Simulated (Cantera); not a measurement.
Carbon deposition, reforming and gasification: CH4 + H2 + N2

Feed: 1 mol CH4, 33 mol H2, 32 mol N2, equilibrated at 2375 K and 0.100 bar.

Equilibrium computed with Cantera from the NASA thermochemical tables; the gas is ideal and each condensed phase is pure. Candidate condensed phases: C, C6H6, C7H8, C8H18; 92 gas species. The numbers say what is thermodynamically allowed, not how fast it happens.

The x(H2) comes out as 0.491, the x(N2) is 0.464 and the x(H) comes out as 0.0313. The x(HCN) is 0.0120. The x(HNC) comes out as 0.00120. The x(C2H2 (acetylene)) is 0.000738 and the x(CN) comes out as 3.66e-5. The x(C2N2) is 3.95e-6. The x(CH3) is 2.60e-6. The gas amount comes out as 68.06 mol and the log10 activity of C(graphite) (absent) is -0.31.
